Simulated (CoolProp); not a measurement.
R13 along the isobar 0.196 MPa: density (kg/m³) from the reference equation and from simpler models built on Tc = 303.0 K, pc = 3.973 MPa, ω = 0.175; each cubic takes its own stable root.

Computed with CoolProp (reference Helmholtz-energy equation of state, Platzer 1990). This equation is an older, rougher fit; its heat capacities, sound speeds and derivatives of the liquid may be far off and weren't checked against measurements.

| T (K) | phase | reference | van der Waals | Soave-Redlich-Kwong | Peng-Robinson |
|---|---|---|---|---|---|
| 116.3 | liquid | 1789 | 1146 | 1712 | 1921 |
| 140.6 | liquid | 1705 | 1102 | 1651 | 1856 |
| 164.9 | liquid | 1619 | 1052 | 1579 | 1779 |
| 189.1 | liquid | 1531 | 13.64 | 1494 | 1688 |
| 213.4 | gas | 12.23 | 11.95 | 12.14 | 12.17 |
| 237.6 | gas | 10.78 | 10.65 | 10.75 | 10.78 |
| 261.9 | gas | 9.671 | 9.605 | 9.662 | 9.684 |
| 286.2 | gas | 8.784 | 8.753 | 8.783 | 8.801 |
| 310.4 | gas | 8.059 | 8.046 | 8.060 | 8.075 |
| 334.7 | gas | 7.447 | 7.443 | 7.448 | 7.461 |
| 359 | gas | 6.924 | 6.926 | 6.925 | 6.936 |

At some of these states van der Waals gives the other phase, because its saturation line lies elsewhere.
